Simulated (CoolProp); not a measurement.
Vapour-liquid equilibrium of propylene (1) + cyclohexane (2) at 42.95 °C; x and y are mole fractions of (1).

Computed with CoolProp (multi-fluid Helmholtz-energy mixture model, Lemmon 2013 and Zhou 2014; pair parameters Bell 2016).

```json
[
 {"x": "0.05", "bubble pressure, mixture model (MPa)": "0.1245", "bubble pressure, Raoult's law (MPa)": "0.1144", "y, mixture model": "0.780", "y, Raoult's law": "0.770"},
 {"x": "0.125", "bubble pressure, mixture model (MPa)": "0.2636", "bubble pressure, Raoult's law (MPa)": "0.2444", "y, mixture model": "0.899", "y, Raoult's law": "0.901"},
 {"x": "0.2", "bubble pressure, mixture model (MPa)": "0.3965", "bubble pressure, Raoult's law (MPa)": "0.3744", "y, mixture model": "0.934", "y, Raoult's law": "0.941"},
 {"x": "0.275", "bubble pressure, mixture model (MPa)": "0.5242", "bubble pressure, Raoult's law (MPa)": "0.5044", "y, mixture model": "0.952", "y, Raoult's law": "0.960"},
 {"x": "0.35", "bubble pressure, mixture model (MPa)": "0.6476", "bubble pressure, Raoult's law (MPa)": "0.6345", "y, mixture model": "0.963", "y, Raoult's law": "0.972"},
 {"x": "0.425", "bubble pressure, mixture model (MPa)": "0.7678", "bubble pressure, Raoult's law (MPa)": "0.7645", "y, mixture model": "0.970", "y, Raoult's law": "0.979"},
 {"x": "0.5", "bubble pressure, mixture model (MPa)": "0.8859", "bubble pressure, Raoult's law (MPa)": "0.8945", "y, mixture model": "0.976", "y, Raoult's law": "0.985"},
 {"x": "0.575", "bubble pressure, mixture model (MPa)": "1.003", "bubble pressure, Raoult's law (MPa)": "1.025", "y, mixture model": "0.980", "y, Raoult's law": "0.989"},
 {"x": "0.65", "bubble pressure, mixture model (MPa)": "1.121", "bubble pressure, Raoult's law (MPa)": "1.155", "y, mixture model": "0.984", "y, Raoult's law": "0.992"},
 {"x": "0.725", "bubble pressure, mixture model (MPa)": "1.240", "bubble pressure, Raoult's law (MPa)": "1.285", "y, mixture model": "0.987", "y, Raoult's law": "0.994"},
 {"x": "0.8", "bubble pressure, mixture model (MPa)": "1.365", "bubble pressure, Raoult's law (MPa)": "1.415", "y, mixture model": "0.990", "y, Raoult's law": "0.996"},
 {"x": "0.875", "bubble pressure, mixture model (MPa)": "1.498", "bubble pressure, Raoult's law (MPa)": "1.545", "y, mixture model": "0.994", "y, Raoult's law": "0.998"},
 {"x": "0.95", "bubble pressure, mixture model (MPa)": "1.647", "bubble pressure, Raoult's law (MPa)": "1.675", "y, mixture model": "0.997", "y, Raoult's law": "0.999"}
]
```

The largest gap from Raoult's law is +8.8 % in bubble pressure, at x = 0.05. No azeotrope shows between x = 0.05 and 0.95.

The pair parameters rest on a limited set of measurements; away from them the model extrapolates. The gap from Raoult's law changes sign with composition, which may be real or a fault of the pair parameters; it wasn't checked against measurements.
